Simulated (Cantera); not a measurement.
Mixture: H₂ : O₂ : N₂ = 1 : 0.676 : 3.31 (molar parts), equivalence ratio 0.74, at 7500 Torr, adiabatic and at constant volume. Ignition delay is the time to a rise of 400 K.

Model: GRI-Mech 3.0 (53 species, 325 reactions), integrated in Cantera. The hydrogen kinetics of GRI-Mech 3.0 are dated; newer H2 mechanisms differ, most at raised pressure.

Q: Predict: delay at 1025 K; delay at 1125 K; delay at 1225 K; delay at 1325 K; delay at 1425 K; apparent activation energy between 1375 and 1475 K.

A: 
```
Quantity                                                Value
--------------------------------------------------  ---------
delay at 1025 K                                       5.93 ms
delay at 1125 K                                      0.589 ms
delay at 1225 K                                       26.3 µs
delay at 1325 K                                       4.51 µs
delay at 1425 K                                       2.38 µs
apparent activation energy between 1375 and 1475 K  84 kJ/mol
```
